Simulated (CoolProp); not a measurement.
A single-stage vapour-compression cycle with R152A: evaporating at 222.15 K (dew point), condensing at 252.15 K (bubble point), superheat 8 K, subcooling 2 K, compressor efficiency 0.65, no pressure losses. Each further row changes one setting.

Model: reference Helmholtz-energy equation of state, Outcalt 1996, in CoolProp. It is a modified Benedict-Webb-Rubin equation, recast in Helmholtz form.

```
case                              cooling COP  pressure ratio  discharge temperature (K)  refrigerating effect (kJ/kg)  volumetric capacity (kJ/m³)
--------------------------------  -----------  --------------  -------------------------  ----------------------------  ---------------------------
as stated                                4.33            4.47                      307.9                           315                          286
evaporating temperature 227.15 K         5.41            3.37                      298.6                           319                          376
condensing temperature 247.15 K          5.28            3.58                      296.3                           323                          293
subcooling 7 K                           4.44            4.47                      307.9                           323                          293
superheat 18 K                           4.27            4.47                      319.1                           324                          281
compressor efficiency 0.55               3.66            4.47                      320.1                           315                          286
```
